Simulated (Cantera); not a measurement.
Charge: 1 mol Al₂O₃, 180 mol H₂, 2.5 mol H₂O, at 1850 K and 1 atm.

Equilibrium computed with Cantera from the NASA thermochemical tables; the gas is ideal and each condensed phase is pure. Candidate condensed phases: Al, Al₂O₃, H₂O; 19 gas species. Gases not in the tables: Al(OH)₃. Equilibrium is a limit: real reactors are often held back by kinetics, nucleation or transport.

**Question.** What is the equilibrium state?

**Answer.** 
```
Item                                  Value
--------------------------------  ---------
x(H₂)                                 0.986
x(H₂O)                               0.0137
x(H)                               0.000531
n(Al₂O₃(s))                       1.000 mol
gas amount                        182.5 mol
log10 activity of Al(l) (absent)      -6.38
```
